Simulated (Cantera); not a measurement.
Input: 1 mol trisilylamine, 45 mol NH3, 0.47 mol H2, at 1625 °C and 5.70e-5 bar.

Method: chemical equilibrium by Gibbs-energy minimisation in Cantera with the NASA 1993 tables (ideal gas, pure condensed phases). Candidate condensed phases: Si, Si3N4; 18 gas species. The feed counts by its element totals alone. The tables' values for SiN are old estimates; treat these amounts as uncertain. The numbers say what is thermodynamically allowed, not how fast it happens.

Base state: H2 0.663, N2 0.224, H 0.0844, Si 0.0289, SiH 0.000155, SiN 3.47e-5, Si2 3.10e-5 (mole fractions); condensed: gas only.

**Question.** What changes in the equilibrium state with this change: pressure from 5.70e-5 bar to 0.0210 bar?

**Answer.** 
```tsv
species	before	after
H2	0.663	0.754
N2	0.224	0.240
H	0.0844	0.00469
Si	0.0289	0.000586
SiH2	5.11e-6	4.35e-5
Si2	3.10e-5	4.69e-6
Si2N	6.74e-6	2.03e-5
Si(l), mol	0	2.93
```
Gases not in the tables: Si2H6 and higher silanes.

**Question.** What changes in the equilibrium state with this change: temperature from 1625 °C to 1277 °C?

**Answer.** 
```
species       before     after
----------  --------  --------
H2             0.663     0.755
N2             0.224     0.240
H             0.0844   0.00363
Si            0.0289  0.000583
Si2          3.10e-5   1.05e-6
SiH         0.000155   1.01e-5
SiN          3.47e-5   2.25e-6
Si(s), mol         0      2.94
```

**Question.** What changes in the equilibrium state with this change: temperature from 1625 °C to 652 °C?

**Answer.** 
```csv
species,before,after
H2,0.663,0.775
N2,0.224,0.225
H,0.0844,3.04e-8
Si,0.0289,<1e-9
SiH,0.000155,<1e-9
SiN,3.47e-5,<1e-9
Si2,3.10e-5,<1e-9
"Si3N4(s), mol",0,1.00
```
